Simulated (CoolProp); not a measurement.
C3F8 (R218) at 185.3 K and 3.02 MPa is throttled through a valve to 0.947 MPa with no heat exchange. Each further row changes one setting.

Computed with CoolProp (reference Helmholtz-energy equation of state, Lemmon 2006). It is a short technical equation, of lower accuracy than the large ones.

| case | temperature change (K) |
|---|---|
| as stated | +0.8 |
| outlet pressure 0.284 MPa | +1.1 |
| outlet pressure 1.23 MPa | +0.7 |
